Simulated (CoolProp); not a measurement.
Vapour-liquid equilibrium of methanol (1) + toluene (2) at 0.273 MPa; x and y are mole fractions of (1).

The numbers come from the multi-fluid Helmholtz-energy mixture model, de Reuck 1993 and Lemmon 2006; pair parameters Bell 2016 in CoolProp.

```json
[
 {"x": "0.05", "bubble temperature (°C)": "123.1", "y at the bubble point": "0.473", "dew temperature at overall composition x (°C)": "147.2", "liquid density (mol/L)": "8.553"},
 {"x": "0.15", "bubble temperature (°C)": "104.3", "y at the bubble point": "0.698", "dew temperature at overall composition x (°C)": "(withheld)", "liquid density (mol/L)": "9.335"},
 {"x": "0.25", "bubble temperature (°C)": "98.8", "y at the bubble point": "0.751", "dew temperature at overall composition x (°C)": "136.8", "liquid density (mol/L)": "10.07"},
 {"x": "0.35", "bubble temperature (°C)": "96.9", "y at the bubble point": "0.771", "dew temperature at overall composition x (°C)": "131.0", "liquid density (mol/L)": "10.88"},
 {"x": "0.45", "bubble temperature (°C)": "(withheld)", "y at the bubble point": "0.783", "dew temperature at overall composition x (°C)": "124.7", "liquid density (mol/L)": "(withheld)"},
 {"x": "0.55", "bubble temperature (°C)": "(withheld)", "y at the bubble point": "0.794", "dew temperature at overall composition x (°C)": "117.4", "liquid density (mol/L)": "12.96"},
 {"x": "0.65", "bubble temperature (°C)": "94.3", "y at the bubble point": "0.812", "dew temperature at overall composition x (°C)": "109.0", "liquid density (mol/L)": "14.35"},
 {"x": "0.75", "bubble temperature (°C)": "93.4", "y at the bubble point": "0.841", "dew temperature at overall composition x (°C)": "99.0", "liquid density (mol/L)": "16.05"},
 {"x": "0.85", "bubble temperature (°C)": "92.6", "y at the bubble point": "0.886", "dew temperature at overall composition x (°C)": "(withheld)", "liquid density (mol/L)": "18.18"},
 {"x": "0.95", "bubble temperature (°C)": "92.1", "y at the bubble point": "0.955", "dew temperature at overall composition x (°C)": "92.1", "liquid density (mol/L)": "(withheld)"}
]
```

Problem. Some entries are withheld; supply them.

Solution. 
- 0.15, dew temperature at overall composition x (°C): 142.1
- 0.45, bubble temperature (°C): 95.9
- 0.45, liquid density (mol/L): 11.82
- 0.55, bubble temperature (°C): 95.1
- 0.85, dew temperature at overall composition x (°C): 93.2
- 0.95, liquid density (mol/L): 20.86

No azeotrope shows between x = 0.05 and 0.95.

The pair parameters rest on a limited set of measurements; away from them the model extrapolates. With so large a gap from Raoult's law the liquid may split in two, which this calculation doesn't test in full.
